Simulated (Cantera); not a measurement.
Gas-phase reforming

An isothermal, constant-pressure homogeneous reactor starts with CH₄ : H₂O = 1 : 3.1 (molar parts), at 1575 K and 1.00 bar.

Cantera simulation using GRI-Mech 3.0 (53 species, 325 reactions); the numbers are that mechanism's predictions, not measurements.

```tsv
t (s)	x CH₄	x H₂O	x H₂	x CO	x CH₂CO
5.00e-5	0.244	0.756	5.56e-5	1.25e-10	<1e-12
0.000188	0.243	0.756	0.000240	3.00e-8	4.96e-12
0.000707	0.242	0.756	0.00123	1.98e-6	1.81e-9
0.00266	0.234	0.753	0.00795	6.40e-5	4.06e-7
0.0100	0.207	0.737	0.0402	0.000519	1.36e-5
0.0376	0.151	0.697	0.114	0.00240	4.20e-5
0.141	0.0809	0.635	0.213	0.00941	5.49e-5
0.532	0.0412	0.547	0.312	0.0301	3.88e-5
2.00	0.0282	0.436	0.408	0.0743	1.29e-5
```
x: mole fraction; the columns are a selection and need not sum to one.

Equilibrium at this temperature and pressure: CH₄ 1.10e-7, H₂O 0.316, H₂ 0.520, CO 0.136, CH₂CO <1e-12 (gas phase only).
